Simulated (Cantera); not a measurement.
**Hydrogen reduction and annealing atmospheres: Fe3O4 + H2**

A closed system holds: 1 mol Fe3O4, a varied amount of H2, equilibrated at 1575 °C and 0.593 Torr.

Equilibrium computed with Cantera from the NASA thermochemical tables; the gas is ideal and each condensed phase is pure. Candidate condensed phases: Fe, FeO, Fe(OH)2, Fe(OH)3, Fe2O3, Fe3O4, H2O; 12 gas species. Each liquid is taken as pure. Mutual solubility and eutectic melting of coexisting phases are not modelled. The tables' stoichiometric FeO is somewhat more stable than real wüstite, so its field is too wide. FeO: taken at fixed stoichiometry. Rates play no part.

At 3.3 mol H2 the condensed part is FeO(l). From 5.8 mol H2 to 10 mol H2 the condensed part is Fe(l) + FeO(l). From 18 mol H2 to 32 mol H2 the condensed part is Fe(l). From 57 mol H2 to 100 mol H2 nothing is condensed. The main Fe-bearing gas is Fe throughout.

```json
[
 {"n(H2) (mol)": "3.3", "x H2": "0.587", "x H2O": "0.340", "x Fe": "0.0572", "x H": "0.0145", "x OH": "0.000616", "x FeO": "0.000444", "x Fe(OH)2": "6.39e-5", "n FeO(l)": "2.80", "n Fe(l)": "0"},
 {"n(H2) (mol)": "5.8", "x H2": "0.625", "x H2O": "0.286", "x Fe": "0.0723", "x H": "0.0149", "x OH": "0.000503", "x FeO": "0.000444", "x Fe(OH)2": "5.38e-5", "n FeO(l)": "2.19", "n Fe(l)": "0.353"},
 {"n(H2) (mol)": "10", "x H2": "0.625", "x H2O": "0.286", "x Fe": "0.0723", "x H": "0.0149", "x OH": "0.000503", "x FeO": "0.000444", "x Fe(OH)2": "5.38e-5", "n FeO(l)": "0.875", "n Fe(l)": "1.33"},
 {"n(H2) (mol)": "18", "x H2": "0.708", "x H2O": "0.204", "x Fe": "0.0723", "x H": "0.0159", "x OH": "0.000336", "x FeO": "0.000279", "x Fe(OH)2": "2.41e-5", "n FeO(l)": "0", "n Fe(l)": "1.58"},
 {"n(H2) (mol)": "32", "x H2": "0.796", "x H2O": "0.115", "x Fe": "0.0723", "x H": "0.0168", "x OH": "0.000178", "x FeO": "0.000140", "x Fe(OH)2": "6.77e-6", "n FeO(l)": "0", "n Fe(l)": "0.478"},
 {"n(H2) (mol)": "57", "x H2": "0.867", "x H2O": "0.0659", "x Fe": "0.0495", "x H": "0.0176", "x OH": "9.84e-5", "x FeO": "5.06e-5", "x Fe(OH)2": "1.41e-6", "n FeO(l)": "0", "n Fe(l)": "0"},
 {"n(H2) (mol)": "100", "x H2": "0.915", "x H2O": "0.0384", "x Fe": "0.0288", "x H": "0.0181", "x OH": "5.58e-5", "x FeO": "1.63e-5", "x Fe(OH)2": "2.64e-7", "n FeO(l)": "0", "n Fe(l)": "0"}
]
```
x: gas mole fraction; n: condensed amount in mol.
